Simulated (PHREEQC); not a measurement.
A solution holds 0.0061 mol NaHSO4, 6.1e-05 mol NaF and 7.2e-05 mol KCl per kg of water, at 85 °C. Closed to the air; pH follows from the charge balance.

The numbers come from PHREEQC with the ion-association model, phreeqc.dat.

```json
[
 {"quantity": "pH", "before": "2.54", "after": "3.07"},
 {"quantity": "ionic strength (mol/kgw)", "before": "0.0125", "after": "0.00307"},
 {"quantity": "SO4-2 (mol/kgw)", "before": "0.00316", "after": "0.000918"},
 {"quantity": "HSO4- (mol/kgw)", "before": "0.00286", "after": "0.000296"},
 {"quantity": "NaSO4- (mol/kgw)", "before": "7.98e-5", "after": "5.90e-6"},
 {"quantity": "HF (mol/kgw)", "before": "5.64e-5", "after": "9.74e-6"},
 {"quantity": "SI of Halite (NaCl)", "before": "-8.08", "after": "-9.42"},
 {"quantity": "SI of Sylvite (KCl)", "before": "-9.56", "after": "-10.90"}
]
```

Problem. What was changed between the two runs?
A. temperature from 85 to 65 °C
B. NaF from 6.1e-05 to 1.22e-05 mol/kgw
C. temperature from 85 to 10 °C
D. diluted 5-fold with water
E. diluted 100-fold with water

Solution. D, diluted 5-fold with water

This is a speciation only: nothing precipitates in the calculation. At this temperature some constants are extrapolated from 25 °C, and those without enthalpy data are left unchanged.
